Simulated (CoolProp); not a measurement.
Vapour-liquid equilibrium of propane (1) + R134a (2) at 36.05 °C; x and y are mole fractions of (1).

Computed with CoolProp (multi-fluid Helmholtz-energy mixture model, Lemmon 2009 and Tillner-Roth 1994; pair parameters Bell 2016).

Problem. Give the bubble pressure and the first vapour's composition at x = 0.125, 0.575, 0.725. Is there an azeotrope?

Solution. x = 0.125: 12.31 bar, y = 0.293; x = 0.575: 15.58 bar, y = 0.594; x = 0.725: 15.43 bar, y = 0.675. y crosses x between x = 0.575 and 0.65: the model has an azeotrope there.

The pair parameters rest on a limited set of measurements; away from them the model extrapolates.
